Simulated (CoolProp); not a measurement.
Model: reference Helmholtz-energy equation of state, Akasaka 2024, in CoolProp.

**Question.** For R1132(E), give the phase and the Z, cv (kJ/(kg K)), speed of sound (m/s), Joule-Thomson coefficient (K/MPa) at 46.15 °C and 0.72 MPa; 87.35 °C and 6.5 MPa.

**Answer.** 
- 46.15 °C and 0.72 MPa: gas; Z 0.931, cv 0.874, speed of sound 208, Joule-Thomson coefficient 13.6
- 87.35 °C and 6.5 MPa: supercritical; Z 0.312, cv 1.20, speed of sound 153, Joule-Thomson coefficient 7.11
